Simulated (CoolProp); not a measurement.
A simple Rankine cycle with water: condensing at 293.15 K, boiler at 19 MPa, turbine inlet 636.7 K, turbine efficiency 0.85, pump efficiency 0.7, no recuperator. Each further row changes one setting.

Model: reference Helmholtz-energy equation of state, Wagner 2002, in CoolProp.

```tsv
case	thermal efficiency (%)	net work (kJ/kg)	heat in (kJ/kg)	turbine exit temperature (K)	volume ratio over the turbine
as stated	(withheld)	(withheld)	2410	293.1	(withheld)
turbine inlet 656.7 K	(withheld)	948	2630	293.1	4120
condensing temperature 285.15 K	35.9	876	(withheld)	285.1	8250
boiler pressure 13.3 MPa	35.7	985	2760	293.1	(withheld)
turbine efficiency 0.75	30.8	740	2410	293.1	(withheld)
```

Task: What belongs in the gaps?

Result: 
- as stated, thermal efficiency (%): 35.0
- as stated, net work (kJ/kg): 843
- as stated, volume ratio over the turbine: 5120
- turbine inlet 656.7 K, thermal efficiency (%): 36.0
- condensing temperature 285.15 K, heat in (kJ/kg): 2440
- boiler pressure 13.3 MPa, volume ratio over the turbine: 2650
- turbine efficiency 0.75, volume ratio over the turbine: 5460

The expansion ends wet for: as stated; turbine inlet 656.7 K; condensing temperature 285.15 K; boiler pressure 13.3 MPa; turbine efficiency 0.75.
